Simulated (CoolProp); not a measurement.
Vapour-liquid equilibrium of R114 (1) + benzene (2) at 311.5 K; x and y are mole fractions of (1).

The numbers come from the multi-fluid Helmholtz-energy mixture model, Platzer 1990 and Thol 2012; pair parameters Bell 2016 in CoolProp. This equation is an older, rougher fit; its heat capacities, sound speeds and derivatives of the liquid may be far off and weren't checked against measurements.

Q: Give the bubble pressure and the first vapour's composition at x = 0.45, 0.55, 0.95. Is there an azeotrope?

A: x = 0.45: 213.1 kPa, y = 0.918; x = 0.55: 230.1 kPa, y = 0.930; x = 0.95: 309.3 kPa, y = 0.989. No azeotrope shows between x = 0.05 and 0.95.

The pair parameters rest on a limited set of measurements; away from them the model extrapolates. With so large a gap from Raoult's law the liquid may split in two, which this calculation doesn't test in full.
